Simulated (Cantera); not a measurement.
Ignition delay

Mixture: CH₃OH : O₂ : N₂ : H₂O = 1 : 2.68 : 10.1 : 0.36 (molar parts), equivalence ratio 0.56, at 0.690 bar, adiabatic and at constant pressure. Ignition delay is the time to a rise of 400 K.

Cantera simulation using GRI-Mech 3.0 (53 species, 325 reactions); the numbers are that mechanism's predictions, not measurements. GRI-Mech 3.0 was tuned for natural gas; its chemistry of methanol as a main component is partial and can be far from experiment.

```tsv
T0 (K)	delay (ms)
1025	419
1075	141
1125	52.6
1175	21.4
1225	9.50
1275	4.54
```

- apparent activation energy between 1175 and 1275 K = 190 kJ/mol
